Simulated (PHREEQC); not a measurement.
A solution holds 0.026 mol CdCl2, 0.0003 mol CuCl2 and 0.00012 mol H2SO4 per kg of water, at 25 °C. It is in equilibrium with CO2 at log p = -3.4 (atm). Otherwise closed; pH follows from the charge balance.

The numbers come from PHREEQC with the ion-association model, phreeqc.dat.

Each row changes one thing in this solution. No solid was allowed to form.

```tsv
case	pH	ionic strength (mol/kgw)	Cl- (mol/kgw)	CdCl+ (mol/kgw)	Cd+2 (mol/kgw)	CdCl2 (mol/kgw)	SI of Otavite (CdCO3)	SI of Cd(OH)2 (Cd(OH)2)
as made	3.69	0.0449	0.0348	0.0149	0.00962	0.00145	-4.42	-8.62
diluted 100-fold with water	5.41	0.000772	[?]	[?]	[?]	[?]	-2.29	-6.49
0.00059 mol/kgw CO2 added	3.69	0.0449	0.0348	0.0149	0.00962	0.00145	-4.42	-8.62
CuCl2 from 0.0003 to 0.00033 mol/kgw	3.69	[?]	0.0348	0.0149	0.00962	0.00145	-4.42	-8.62
```

Question: What belongs in the gaps?

Answer: 
- diluted 100-fold with water, Cl- (mol/kgw): 0.000515
- diluted 100-fold with water, CdCl+ (mol/kgw): 1.08e-5
- diluted 100-fold with water, Cd+2 (mol/kgw): 0.000249
- diluted 100-fold with water, CdCl2 (mol/kgw): 2.18e-8
- CuCl2 from 0.0003 to 0.00033 mol/kgw, ionic strength (mol/kgw): 0.0450
